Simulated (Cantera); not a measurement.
An adiabatic, constant-volume homogeneous reactor starts with CH3OH : O2 : N2 = 1 : 1.76 : 6.64 (molar parts), at 1400 K and 4.90 bar. Integrator tolerance rtol = 1e-08.

Model: GRI-Mech 3.0 (53 species, 325 reactions), integrated in Cantera. GRI-Mech 3.0 was tuned for natural gas; its chemistry of methanol as a main component is partial and can be far from experiment.

Problem. What does this change do: N2 6.64 to 4.4 parts?

Solution. 
| quantity | before | after |
|---|---|---|
| time of steepest temperature rise | 0.154 ms | 0.138 ms |
| temperature at 0.700 s | 2926 K | 3080 K |
| equilibrium temperature | 2926 K | 3080 K |
| x(CH3OH) at 0.700 s | <1e-12 (gas-phase equilibrium <1e-12) | <1e-12 (gas-phase equilibrium <1e-12) |
| x(O2) at 0.700 s | 0.0313 (gas-phase equilibrium 0.0313) | 0.0435 (gas-phase equilibrium 0.0435) |
| x(H2O) at 0.700 s | 0.174 (gas-phase equilibrium 0.174) | 0.211 (gas-phase equilibrium 0.211) |
| x(HCN) at 0.700 s | 3.24e-9 (gas-phase equilibrium 3.24e-9) | 9.08e-9 (gas-phase equilibrium 9.08e-9) |
| x(CH2) at 0.700 s | <1e-12 (gas-phase equilibrium <1e-12) | <1e-12 (gas-phase equilibrium <1e-12) |
Above 3000 K some thermodynamic fits are extrapolated.
